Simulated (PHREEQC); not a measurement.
Dissolve 2.7 mmol/kgw HF and 13 mmol/kgw CsF at 20 °C. Closed to the air; pH follows from the charge balance.

Equilibrium calculation in PHREEQC: ion-association model, wateq4f.dat.

```csv
quantity,before,after
pH,3.82,3.28
HF (mol/kgw),0.00238,0.00210
HF2- (mol/kgw),0.000115,2.42e-5
```

Question: Name the change that produced these shifts.
A) CsF left out
B) diluted 10-fold with water
C) HF left out
D) CsF from 0.013 to 0.0026 mol/kgw
E) HF replaced by NaF at the same molality

Answer: D, CsF from 0.013 to 0.0026 mol/kgw

This is a speciation only: nothing precipitates in the calculation.
